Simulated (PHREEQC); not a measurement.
Make-up at 70 °C: 0.099 mol/kgw CaCl2, 4.8e-06 mol/kgw CO2 and 0.0054 mol/kgw NaCl. Closed to the air; pH follows from the charge balance.

Equilibrium calculation in PHREEQC: ion-association model, wateq4f.dat.

Precipitation was switched off in this run.

What pH does the model give?

pH 5.79.

In which forms is C present?

CO2 60 %, HCO3- 28 %, CaHCO3+ 12 % of the C.

Away from 25 °C the constants follow the database's enthalpies or fits; those with neither stay at their 25 °C values.
